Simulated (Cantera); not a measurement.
A closed system holds: 1 mol BN, 0.53 mol O₂, equilibrated at 1498 K and 1.33 mbar.

Equilibrium computed with Cantera from the NASA thermochemical tables; the gas is ideal and each condensed phase is pure. Candidate condensed phases: B, BN, B₂O₃; 17 gas species. Mutual solubility and eutectic melting of coexisting phases are not modelled. Rates play no part.

Base state: N₂ 0.983, B₂O₃ 0.0156, B₂O₂ 0.00109, BO 0.000148 (mole fractions); condensed: BN(s) + B₂O₃(l).

What changes in the equilibrium state with this change: pressure from 1.33 mbar to 0.133 bar?


```
species         before     after
------------  --------  --------
N₂               0.983     1.000
B₂O₃            0.0156  0.000156
B₂O₂           0.00109   2.33e-6
BO            0.000148   6.86e-7
BN(s), mol       0.293     0.293
B₂O₃(l), mol     0.347     0.353
```

What changes in the equilibrium state with this change: O₂ from 0.53 to 1.3 mol?


| species | before | after |
|---|---|---|
| O₂ | <1e-9 | 0.514 |
| N₂ | 0.983 | 0.468 |
| B₂O₃ | 0.0156 | 0.0156 |
| NO | <1e-9 | 0.00146 |
| B₂O₂ | 0.00109 | <1e-9 |
| O | <1e-9 | 7.75e-5 |
| BO₂ | 3.14e-7 | 0.00128 |
| BO | 0.000148 | 3.63e-8 |
| BN(s), mol | 0.293 | 0 |
| B₂O₃(l), mol | 0.347 | 0.483 |
